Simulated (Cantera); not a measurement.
N2O furnace oxynitridation

An isothermal, constant-pressure homogeneous reactor starts with N2O = 3.9 (molar parts), at 1123 K and 1.01 bar.

Model: GRI-Mech 3.0 (53 species, 325 reactions), integrated in Cantera. GRI-Mech 3.0 was tuned for natural gas; its chemistry of N2O as a main component is partial and can be far from experiment. The mechanism lacks the step 2 NO + O2 → 2 NO2, which can matter for NO2 below about 1400 K. The temperature is held fixed by assumption; the heat of reaction is taken as removed at once.

```csv
t (s),x N2O,x O2,x NO,x N2,x O
0.000300,1.000,1.66e-5,2.73e-6,3.51e-5,4.75e-7
0.000884,1.000,4.98e-5,8.18e-6,0.000104,4.75e-7
0.00260,1.000,0.000147,2.42e-5,0.000308,4.75e-7
0.00766,0.999,0.000435,7.14e-5,0.000906,4.75e-7
0.0226,0.996,0.00128,0.000210,0.00266,4.75e-7
0.0665,0.988,0.00374,0.000611,0.00780,4.73e-7
0.196,0.965,0.0108,0.00176,0.0226,4.68e-7
0.576,0.902,0.0303,0.00486,0.0631,4.53e-7
1.70,0.749,0.0775,0.0121,0.161,4.12e-7
5.00,0.470,0.164,0.0241,0.341,3.19e-7
```
x: mole fraction; the columns are a selection and need not sum to one.

Equilibrium at this temperature and pressure: N2O 8.31e-9, O2 0.333, NO 0.000122, N2 0.667, O 2.54e-9 (gas phase only).
